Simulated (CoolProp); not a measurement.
Vapour-liquid equilibrium of o-xylene (1) + n-decane (2) at 300.5 K; x and y are mole fractions of (1).

Values from CoolProp's multi-fluid Helmholtz-energy mixture model, Zhou 2012 and Lemmon 2006; pair parameters Bell 2016.

```tsv
x	bubble pressure, mixture model (bar)	bubble pressure, Raoult's law (bar)	y, mixture model	y, Raoult's law
0.05	0.002563	0.002550	0.206	0.202
0.2	0.003829	0.003769	0.552	0.545
0.35	0.005081	0.004989	0.725	0.721
0.5	0.006305	0.006209	0.829	0.827
0.65	0.007504	0.007429	0.898	0.899
0.8	0.008689	0.008649	0.949	0.950
0.95	0.009876	0.009869	0.989	0.989
```

The largest gap from Raoult's law is +1.8 % in bubble pressure, at x = 0.35. No azeotrope shows between x = 0.05 and 0.95.

Pair parameters are fitted to limited data, so mixtures are less certain than the pure fluids.
